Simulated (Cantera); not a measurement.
Cantera run:

```python
import numpy as np
import cantera as ct

gas_names = """
    H2 C2H4
""".split()
cond_names = """
    TaC(s) TaC(L) Ta(cr) Ta(L)
""".split()


# ... load() reads the species with a 1 bar reference pressure and builds the phases ...
species = {s.name: s for s in load("nasa_gas.yaml", gas_names) + load("nasa_condensed.yaml", cond_names)}
# Each term lists the table entries of one substance; the one whose range holds T is used.
reactions = {
    '2 TaC + 2 H2(g) = C2H4(g) + 2 Ta':
        [(-2, ['TaC(s)', 'TaC(L)']), (-2, ['H2']), (1, ['C2H4']), (2, ['Ta(cr)', 'Ta(L)'])],
}


def pick(names, T):
    return next(species[n] for n in names if species[n].thermo.min_temp <= T <= species[n].thermo.max_temp)


results = []
for label, terms in reactions.items():
    print(label)
    print("     T/K   dH/kJ  dS/(J/K)   dG/kJ   log10 K")
    for T in [2325, 2375, 2425, 2475, 2525, 2575, 2625, 2675, 2725, 2775, 2825]:
        used = [(nu, pick(names, T)) for nu, names in terms]
        dH = sum(nu * s.thermo.h(T) for nu, s in used) / 1e6
        dS = sum(nu * s.thermo.s(T) for nu, s in used) / 1e3
        dG = dH - T * dS / 1e3
        logK = -dG * 1e6 / (ct.gas_constant * T * np.log(10))
        results.append((label, T, dH, dS, dG, logK, [s.name for _, s in used]))
        print(f"{T:8g} {dH:8.1f} {dS:8.1f} {dG:8.1f} {logK:8.2f}")
```

It prints:

```
2 TaC + 2 H2(g) = C2H4(g) + 2 Ta
     T/K   dH/kJ  dS/(J/K)   dG/kJ   log10 K
    2325    313.3    -84.7    510.3   -11.46
    2375    313.0    -84.9    514.5   -11.32
    2425    312.7    -85.0    518.8   -11.17
    2475    312.4    -85.1    523.0   -11.04
    2525    312.2    -85.2    527.3   -10.91
    2575    311.9    -85.3    531.5   -10.78
    2625    311.6    -85.4    535.8   -10.66
    2675    311.4    -85.5    540.1   -10.55
    2725    311.2    -85.6    544.3   -10.43
    2775    310.9    -85.7    548.6   -10.33
    2825    310.7    -85.7    552.9   -10.22
```

Source: NASA polynomial tables (part measured, part estimated), evaluated in Cantera. TaC: taken at fixed stoichiometry. Condensed species are held in their standard states even where they would react or evaporate.
